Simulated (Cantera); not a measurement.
What does this Cantera script print?

```python
import numpy as np
import cantera as ct

gas = ct.Solution("SiF4_NH3_mec.yaml", "gas")
gas.TPX = 1725, 1800, {'NH3': 1, 'H2': 2.8}
reactor = ct.IdealGasConstPressureReactor(gas, energy="off", clone=False)
net = ct.ReactorNet([reactor])
net.rtol, net.atol = 1e-08, 1e-18
show = ['NH3', 'H2', 'N2H2', 'N2', 'H']
times = np.geomspace(1e-06, 200, 14)

steps = ct.SolutionArray(gas, extra=["t"])
rows = []
print(f"{'t/s':>10s}{'T/K':>9s}{'P/Pa':>11s}" + "".join(f"{s:>11s}" for s in show))
for t in times:
    while net.time < t:
        t_next = net.step()
        steps.append(gas.state, t=t_next)
    rows.append([np.interp(t, steps.t, y) for y in (steps.T, steps.P, *steps(*show).X.T)])
    print(f"{t:10.3e}{rows[-1][0]:9.1f}{rows[-1][1]:11.4g}" + "".join(f"{x:11.3e}" for x in rows[-1][2:]))
rate = np.gradient(steps.T, steps.t)
print("integrator steps:", len(steps.t))
if steps.T.max() > steps.T[0] + 200:
    print(f"time of steepest temperature rise: {steps.t[rate.argmax()]:.4e} s")
gas.TPX = 1725, 1800, {'NH3': 1, 'H2': 2.8}
gas.equilibrate("TP")
print(f"equilibrium (TP): T = {gas.T:.1f} K  " + "  ".join(f"{s} {gas[s].X[0]:.3e}" for s in show))
```

It prints:

```
       t/s      T/K       P/Pa        NH3         H2       N2H2         N2          H
 1.000e-06   1725.0       1800  2.632e-01  7.368e-01  4.987e-20  1.370e-25  1.581e-09
 4.351e-06   1725.0       1800  2.632e-01  7.368e-01  4.040e-18  1.964e-22  6.912e-09
 1.893e-05   1725.0       1800  2.632e-01  7.368e-01  3.179e-16  2.828e-19  3.040e-08
 8.234e-05   1725.0       1800  2.632e-01  7.368e-01  2.391e-14  3.733e-16  1.333e-07
 3.582e-04   1725.0       1800  2.632e-01  7.368e-01  1.478e-12  3.251e-13  5.813e-07
 1.558e-03   1725.0       1800  2.632e-01  7.368e-01  5.529e-11  1.063e-10  2.530e-06
 6.780e-03   1725.0       1800  2.631e-01  7.368e-01  1.340e-09  1.416e-08  1.100e-05
 2.950e-02   1725.0       1800  2.631e-01  7.368e-01  3.126e-08  1.520e-06  4.757e-05
 1.283e-01   1725.0       1800  2.626e-01  7.370e-01  4.754e-07  1.479e-04  1.563e-04
 5.583e-01   1725.0       1800  2.586e-01  7.393e-01  5.813e-07  1.716e-03  1.730e-04
 2.429e+00   1725.0       1800  2.420e-01  7.493e-01  5.308e-07  8.282e-03  1.789e-04
 1.057e+01   1725.0       1800  1.846e-01  7.841e-01  3.671e-07  3.104e-02  2.034e-04
 4.597e+01   1725.0       1800  7.019e-02  8.531e-01  1.017e-07  7.634e-02  2.952e-04
 2.000e+02   1725.0       1800  3.642e-03  8.929e-01  2.574e-09  1.027e-01  7.801e-04
integrator steps: 868
equilibrium (TP): T = 1725.0 K  NH3 1.672e-07  H2 8.946e-01  N2H2 6.754e-16  N2 1.041e-01  H 1.318e-03
```

Model: the gas-phase N/H chemistry of the illustrative SiF4/NH3 mechanism in the Surface Chemkin manual (1991), integrated in Cantera. Walls and surfaces, which speed up NH3 decomposition in real reactors, are not modelled.
